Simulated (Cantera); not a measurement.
A freely propagating, adiabatic, planar premixed flame of CH4 : C2H6 : C3H8 : O2 : N2 = 1 : 0.31 : 0.5 : 4.3 : 16.2 (molar parts), equivalence ratio 1.3, unburnt at 575 K and 0.260 bar; mixture-averaged transport, grid criteria slope 0.08 and curve 0.16, no radiation.

Model: GRI-Mech 3.0 (53 species, 325 reactions), integrated in Cantera. GRI-Mech 3.0 was tuned for natural gas; its chemistry of propane as a main component is partial and can be far from experiment. Burning velocities carry a grid error of a few per cent, more on coarse grids.

x: mole fraction of selected species; z is measured from the peak of heat release.

```csv
z (mm),T (K),u (m/s),x CH4,x C2H6,x C3H8,x HO2,x CH2CO,x H2O
-3.10,575,1.42,0.0447,0.0139,0.0224,…,<1e-8,2.86e-5
-2.07,577,1.43,0.0445,0.0138,0.0223,…,9.52e-8,0.000327
-1.55,584,1.46,0.0441,0.0137,0.0222,…,8.14e-7,0.00143
-1.03,642,1.62,0.0422,0.0134,0.0217,…,1.37e-5,0.00834
-0.517,1035,2.70,0.0321,0.0108,0.0147,…,0.000324,0.0470
-0.258,1434,3.86,0.0202,0.00484,0.00419,…,0.000920,0.0855
0,1800,4.94,0.00701,0.000375,0.000109,…,0.000772,0.123
0.258,1986,5.48,0.00113,3.87e-6,1.58e-7,…,0.000171,0.144
0.517,2042,5.62,0.000112,1.74e-8,<1e-8,…,1.76e-5,0.152
1.03,2064,5.66,8.29e-7,<1e-8,<1e-8,…,1.36e-7,0.153
2.07,2079,5.68,<1e-8,<1e-8,<1e-8,…,<1e-8,0.151
4.14,2096,5.72,<1e-8,<1e-8,<1e-8,…,<1e-8,0.151
8.27,2123,5.78,<1e-8,<1e-8,<1e-8,…,<1e-8,0.153
```

Q: Complete the blanks.

A: 
- -3.10, x HO2: 1.46e-7
- -2.07, x HO2: 2.18e-6
- -1.55, x HO2: 1.04e-5
- -1.03, x HO2: 4.42e-5
- -0.517, x HO2: 9.73e-5
- -0.258, x HO2: 0.000188
- 0, x HO2: 9.78e-5
- 0.258, x HO2: 1.36e-5
- 0.517, x HO2: 1.77e-6
- 1.03, x HO2: 5.16e-7
- 2.07, x HO2: 4.01e-7
- 4.14, x HO2: 3.60e-7
- 8.27, x HO2: 3.10e-7
